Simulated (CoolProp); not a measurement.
Vapour pressure (MPa) of carbon dioxide: the reference equation beside estimates from Tc = 31.0 °C, pc = 7.377 MPa, ω = 0.224.

Values from CoolProp's reference Helmholtz-energy equation of state, Span 1996.

```json
[
 {"T (°C)": "-31.55", "reference": "1.355", "Redlich-Kwong": "___", "Soave-Redlich-Kwong": "1.359"},
 {"T (°C)": "-29.55", "reference": "1.449", "Redlich-Kwong": "1.830", "Soave-Redlich-Kwong": "1.455"},
 {"T (°C)": "-27.65", "reference": "1.544", "Redlich-Kwong": "1.933", "Soave-Redlich-Kwong": "1.550"},
 {"T (°C)": "-25.65", "reference": "1.648", "Redlich-Kwong": "2.046", "Soave-Redlich-Kwong": "1.655"},
 {"T (°C)": "-23.75", "reference": "1.751", "Redlich-Kwong": "2.158", "Soave-Redlich-Kwong": "1.760"},
 {"T (°C)": "-21.75", "reference": "___", "Redlich-Kwong": "2.280", "Soave-Redlich-Kwong": "1.875"},
 {"T (°C)": "-19.85", "reference": "1.979", "Redlich-Kwong": "___", "Soave-Redlich-Kwong": "1.990"},
 {"T (°C)": "-17.85", "reference": "___", "Redlich-Kwong": "2.530", "Soave-Redlich-Kwong": "2.116"},
 {"T (°C)": "-15.95", "reference": "2.227", "Redlich-Kwong": "___", "Soave-Redlich-Kwong": "2.241"},
 {"T (°C)": "-13.95", "reference": "2.363", "Redlich-Kwong": "2.799", "Soave-Redlich-Kwong": "2.379"},
 {"T (°C)": "-12.05", "reference": "2.497", "Redlich-Kwong": "___", "Soave-Redlich-Kwong": "2.515"},
 {"T (°C)": "-10.05", "reference": "2.645", "Redlich-Kwong": "3.087", "Soave-Redlich-Kwong": "___"},
 {"T (°C)": "-8.15", "reference": "2.791", "Redlich-Kwong": "3.234", "Soave-Redlich-Kwong": "2.812"},
 {"T (°C)": "-6.15", "reference": "2.951", "Redlich-Kwong": "3.393", "Soave-Redlich-Kwong": "2.974"}
]
```

**Question.** Some entries are withheld; supply them.

**Answer.** 
- -31.55, Redlich-Kwong: 1.726
- -21.75, reference: 1.865
- -19.85, Redlich-Kwong: 2.400
- -17.85, reference: 2.103
- -15.95, Redlich-Kwong: 2.659
- -12.05, Redlich-Kwong: 2.937
- -10.05, Soave-Redlich-Kwong: 2.664

Absolute difference from the reference over all 14 rows, mean and median: Redlich-Kwong 20.9 and 20.8 %, Soave-Redlich-Kwong 0.6 and 0.6 %.
